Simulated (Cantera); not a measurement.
A closed system holds: 1 mol Fe3O4, 140 mol H2, 0.065 mol H2O.

Equilibrium computed with Cantera from the NASA thermochemical tables; the gas is ideal and each condensed phase is pure. Candidate condensed phases: Fe, FeO, Fe(OH)2, Fe(OH)3, Fe2O3, Fe3O4, H2O; 12 gas species. Rates play no part.

Stable condensed phases, one row left out:

```
T in °C \ P in Pa
              10      68     460    3200   22000  150000 1000000
   1600        A       A       B       B       B       B       B
   1500        A       A       B       B       B       B       B
   1400        A       B       B       B       B       B       B
   1200        B       B       B       B       B       B       B
   1100        B       B       B       B       B       B       B
   1000        B       B       B       B       B       B       B
    900        B       B       B       B       B       B       B
    800        B       B       B       B       B       B       B
    700        B       B       B       B       B       B       B
    600        B       B       B       B       B       B       B
```

A: gas only; B: Fe.

Give the row for 1300 °C.

10: Fe; 68: Fe; 460: Fe; 3200: Fe; 22000: Fe; 150000: Fe; 1000000: Fe.
